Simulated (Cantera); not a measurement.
What does this Cantera script print?

```python
import numpy as np
import cantera as ct

gas_names = """
    AL ALCL ALCL2 ALCL3 ALN ALO ALOCL ALO2 AL2 AL2CL6 AL2O AL2O2 CL CLO CL2 N NO NO2 NO3 N2 N2O O O2 O3
""".split()
cond_names = """
    AL(cr) AL(L) ALCL3(s) ALCL3(L) ALN(s) AL2O3(a) AL2O3(L)
""".split()


# ... load() reads the species with a 1 bar reference pressure and builds the phases ...
atoms = {
    'AlCl3': {'AL': 1, 'CL': 3},
    'O2': {'O': 2},
    'N2': {'N': 2},
}
top_T = {'ALN(s)': 2750}  # K; cautious upper limits of use, not melting points


# ... equilibrate(T, P, feed) seeds the gas with the atoms and calls Mixture.equilibrate('TP', solver="vcs", rtol=1e-11, max_steps=5000) ...
results = []
feed = {'AlCl3': 1, 'O2': 9.2, 'N2': 52}  # mol
T = 1825  # K
for P in [10, 37, 140, 520, 1900, 7200, 27000, 100000]:
    mix = equilibrate(T, P, feed)
    results.append((T, P, feed, dict(zip(mix.species_names, mix.species_moles))))

top = {s: max(r[3][s] / sum(r[3][g] for g in gas_names) for r in results) for s in gas_names}
cols = sorted((s for s in top if top[s] > 0.001), key=lambda s: -top[s])[:7]
seen = [c for c in cond_names if any(r[3].get(c, 0) > 1e-12 for r in results)]
print("log10 of partial pressures in bar; condensed amounts in mol")
print(f"{'P/Pa':>10s}" + "".join(f"{s[:9]:>10s}" for s in cols + seen))
for T, P, feed, n in results:
    ng = sum(n[g] for g in gas_names)
    print(f"{P:10.4g}" + "".join(f"{np.log10(max(n[s] / ng * P / 1e5, 1e-99)):10.3f}" for s in cols)
          + "".join(f"{n.get(c, 0):10.4g}" for c in seen))
```

It prints:

```
log10 of partial pressures in bar; condensed amounts in mol
      P/Pa        N2        O2        CL       CL2         O        NO  AL2O3(a)
        10    -4.089    -4.892    -5.327    -9.753    -6.259    -6.445    0.4999
        37    -3.520    -4.319    -4.758    -8.616    -5.973    -5.874    0.4999
       140    -2.942    -3.738    -4.180    -7.460    -5.683    -5.294    0.4999
       520    -2.372    -3.167    -3.611    -6.323    -5.397    -4.724       0.5
      1900    -1.809    -2.603    -3.053    -5.206    -5.115    -4.160    0.4999
      7200    -1.230    -2.024    -2.490    -4.080    -4.826    -3.581    0.4998
   2.7e+04    -0.655    -1.449    -1.963    -3.027    -4.538    -3.006    0.4995
     1e+05    -0.084    -0.878    -1.501    -2.102    -4.253    -2.435    0.4987
```

Equilibrium computed with Cantera from the NASA thermochemical tables; the gas is ideal and each condensed phase is pure.
